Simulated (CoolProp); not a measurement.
A single-stage vapour-compression cycle with the fluid: evaporating at 266.15 K (dew point), condensing at 308.15 K (bubble point), superheat 8 K, subcooling 8 K, compressor efficiency 0.6, no pressure losses. The same conditions are run with several fluids, on thermodynamics alone (safety and materials aside).

Values from CoolProp's reference Helmholtz-energy equation of state of each fluid (R410A: Lemmon 2003; n-pentane: Thol 2019; hydrogen chloride: Thol 2018; propane: Lemmon 2009; R227EA: Lemmon 2016; isobutene: Lemmon 2005). Blends and air are pseudo-pure fits.

### Question
Rank R410A, n-pentane, hydrogen chloride, propane, R227EA, isobutene by cooling COP, highest first.

### Answer
n-pentane (3.47), isobutene (3.42), propane (3.27), R227EA (3.21), R410A (3.12), hydrogen chloride (2.74)

```
fluid              pressure ratio  discharge temperature (K)  refrigerating effect (kJ/kg)  volumetric capacity (kJ/m³)
-----------------  --------------  -------------------------  ----------------------------  ---------------------------
R410A                        3.38                      355.8                           184                         4250
n-pentane                    5.55                      331.7                           326                          184
hydrogen chloride            2.75                      398.5                           267                        11400
propane                      3.20                      339.0                           310                         2500
R227EA                       4.09                      318.4                          95.2                         1120
isobutene                    4.03                      337.6                           326                          844
```
